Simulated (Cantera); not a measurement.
Input (Python, Cantera) and output of one run.

```python
import numpy as np
import cantera as ct

gas_names = """
    CL CL2 H HCL H2 N NH NH2 NH3 N2 N2H2 N2H4 Si SiCL SiCL2 SiCL3 SiCL4 SiH SiHCL3 SiH2 SiH2CL2 SiH3
    SiH3CL SiH4 SiN Si2 Si2N Si3
""".split()
cond_names = """
    NH4CL(a) NH4CL(b) Si(cr) Si(L) Si3N4(a)
""".split()


# ... load() reads the species with a 1 bar reference pressure and builds the phases ...
atoms = {
    'Si2Cl6': {'Si': 2, 'CL': 6},
    'NH3': {'N': 1, 'H': 3},
    'H2': {'H': 2},
}
top_T = {'Si3N4(a)': 2400}  # K; cautious upper limits of use, not melting points


# ... equilibrate(T, P, feed) seeds the gas with the atoms and calls Mixture.equilibrate('TP', solver="vcs", rtol=1e-11, max_steps=5000) ...
results = []
feed = {'Si2Cl6': 1, 'NH3': 6.2, 'H2': 3.9}  # mol
P = 100000  # Pa
for T in [1298, 1348, 1398, 1448, 1498, 1548, 1598]:
    mix = equilibrate(T, P, feed)
    results.append((T, P, feed, dict(zip(mix.species_names, mix.species_moles))))

top = {s: max(r[3][s] / sum(r[3][g] for g in gas_names) for r in results) for s in gas_names}
cols = sorted((s for s in top if top[s] > 1e-06), key=lambda s: -top[s])[:5]
seen = [c for c in cond_names if any(r[3].get(c, 0) > 1e-12 for r in results)]
print("log10 of partial pressures in bar; condensed amounts in mol")
print(f"{'T/K':>10s}" + "".join(f"{s[:9]:>10s}" for s in cols + seen))
for T, P, feed, n in results:
    ng = sum(n[g] for g in gas_names)
    print(f"{T:10.4g}" + "".join(f"{np.log10(max(n[s] / ng * P / 1e5, 1e-99)):10.3f}" for s in cols)
          + "".join(f"{n.get(c, 0):10.4g}" for c in seen))
```

Result:

```
log10 of partial pressures in bar; condensed amounts in mol
       T/K        H2       HCL        N2     SiCL4     SiCL2  Si3N4(a)
      1298    -0.227    -0.541    -0.971    -1.971    -3.999    0.5938
      1348    -0.228    -0.538    -0.972    -2.007    -3.601    0.5953
      1398    -0.228    -0.537    -0.972    -2.044    -3.236    0.5948
      1448    -0.229    -0.538    -0.971    -2.087    -2.901    0.5915
      1498    -0.229    -0.540    -0.968    -2.139    -2.595    0.5841
      1548    -0.228    -0.546    -0.963    -2.203    -2.318    0.5706
      1598    -0.228    -0.557    -0.955    -2.285    -2.072    0.5492
```

Cantera equilibrium calculation (NASA polynomials, part measured and part estimated; ideal gas, pure solids and liquids). The feed counts by its element totals alone. The tables' values for SiCl3 are old estimates; treat these amounts as uncertain.
